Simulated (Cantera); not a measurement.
Charge: 1 mol Si3N4, 4.2 mol H2O, 85 mol H2, at 1875 °C and 1330 Pa.

These are equilibrium values from Cantera (NASA tables, ideal gas, pure condensed phases), not measurements of a reactor. Candidate condensed phases: H2O, Si, SiO2, Si2N2O, Si3N4; 35 gas species. The numbers say what is thermodynamically allowed, not how fast it happens.

Base state: H2 0.901, H 0.0343, SiO 0.0313, N2 0.0209, H2O 0.0125, OH 6.10e-5 (mole fractions); condensed: gas only.

What changes in the equilibrium state with this change: Si3N4 replaced by AlN?


| species | before | after |
|---|---|---|
| H2 | 0.901 | 0.930 |
| H | 0.0343 | 0.0348 |
| H2O | 0.0125 | 0.0295 |
| SiO | 0.0313 | 0 |
| N2 | 0.0209 | 0.00548 |
| AlOH | 0 | 2.19e-5 |
| Al | 0 | 1.24e-5 |
| OH | 6.10e-5 | 0.000142 |
| Al2O3(s), mol | 0 | 0.498 |
The tables' values for AlOH are old estimates; treat these amounts as uncertain. Further candidate phases: Al, AlN, Al2O3.
